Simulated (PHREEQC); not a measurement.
**Nickel, zinc or cadmium bath: an equilibrium model**

Dissolve 130 mmol/kgw ZnCl2, 0.072 mmol/kgw NaOH and 0.078 mmol/kgw HCl at 25 °C. Closed to the air; pH follows from the charge balance.

The numbers come from PHREEQC with the ion-association model, phreeqc.dat.

Precipitation was switched off in this run.

Question: Predict the pH, ionic strength.

Answer: pH 4.85; ionic strength 0.348 mol/kgw.

Question: In which forms is Zn present?

Answer: Zn+2 85 %, ZnCl+ 13 %, ZnCl2 1.4 % of the Zn.
